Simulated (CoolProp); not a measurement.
Properties of n-perfluorohexane at several states.

Computed with CoolProp (reference Helmholtz-energy equation of state, Gao 2022).

| T (K) | p (kPa) | phase | cv (kJ/(kg K)) | Joule-Thomson coefficient (K/MPa) | isothermal compressibility (1/MPa) |
|---|---|---|---|---|---|
| 247.7 | 422 | liquid | 0.7757 | -0.3555 | 0.001621 |
| 418.9 | 409 | gas | 0.9598 | 11.64 | 2.797 |
| 247.2 | 66 | liquid | 0.7748 | -0.3555 | 0.001623 |
| 225.4 | 85.9 | liquid | 0.7388 | -0.3803 | … |
| 416.1 | 3640 | liquid | … | 0.2939 | … |
| 233.2 | 6730 | liquid | … | -0.3792 | 0.001315 |

Some entries are withheld; supply them.


- 225.4, isothermal compressibility (1/MPa): 0.001346
- 416.1, cv (kJ/(kg K)): 0.9959
- 416.1, isothermal compressibility (1/MPa): 0.01754
- 233.2, cv (kJ/(kg K)): 0.7533
